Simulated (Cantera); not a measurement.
Charge: 1 mol SiO2, 2.3 mol C, 1.8 mol H2, held at 1675 K and 0.950 bar.

Method: chemical equilibrium by Gibbs-energy minimisation in Cantera with the NASA 1993 tables (ideal gas, pure condensed phases). Candidate condensed phases: C, C6H6, C7H8, C8H18, H2O, Si, SiC, SiO2; 123 gas species. Mutual solubility and eutectic melting of coexisting phases are not modelled. The tables hold silica as quartz up to 1696 K and as liquid above; real silica turns to tridymite and cristobalite and melts near 1996 K. Rates play no part.

Base state: H2 0.710, CO 0.288, SiO 0.00109, CH4 0.000577, H2O 0.000108, H 0.000100, C2H2 (acetylene) 4.12e-5, CO2 1.32e-5 (mole fractions); condensed: C(graphite) + SiC(s) + SiO2(β-quartz).

Task: What changes in the equilibrium state with this change: temperature from 1675 K to 1000 K?

Result: 
```csv
species,before,after
H2,0.710,0.923
CH4,0.000577,0.0772
CO,0.288,1.31e-7
SiO,0.00109,<1e-9
H,0.000100,2.24e-9
C2H2 (acetylene),4.12e-5,1.05e-9
CO2,1.32e-5,<1e-9
H2O,0.000108,4.55e-8
"C(graphite), mol",1.21,2.17
"SiC(s), mol",0.363,0
"SiO2(β-quartz), mol",0.634,1.00
```
